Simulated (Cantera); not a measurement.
Charge: 1 mol Si₃N₄, 0.39 mol H₂, held at 6.00 Pa.

Equilibrium computed with Cantera from the NASA thermochemical tables; the gas is ideal and each condensed phase is pure. Candidate condensed phases: Si, Si₃N₄; 18 gas species. The tables' values for SiN are old estimates; treat these amounts as uncertain. The numbers say what is thermodynamically allowed, not how fast it happens.

x: gas mole fraction; n: condensed amount in mol.

```tsv
T (K)	x N₂	x Si	x H	x H₂	x Si₂	n Si(l)
1848	0.737	0.105	0.0248	0.131	___	2.71
1998	0.365	0.535	0.0455	0.0482	___	0
2148	0.355	0.530	0.0866	0.0259	___	0
2298	0.349	0.523	0.118	0.00910	___	0
2448	0.347	0.520	0.130	0.00256	___	0
2598	0.346	0.519	0.134	0.000738	___	0
2748	0.346	0.519	0.135	0.000235	___	0
2898	0.346	0.519	0.135	8.36e-5	___	0
```

Fill in the missing entries.


- 1848, x Si₂: 0.000727
- 1998, x Si₂: 0.00417
- 2148, x Si₂: 0.00111
- 2298, x Si₂: 0.000345
- 2448, x Si₂: 0.000125
- 2598, x Si₂: 5.16e-5
- 2748, x Si₂: 2.34e-5
- 2898, x Si₂: 1.15e-5
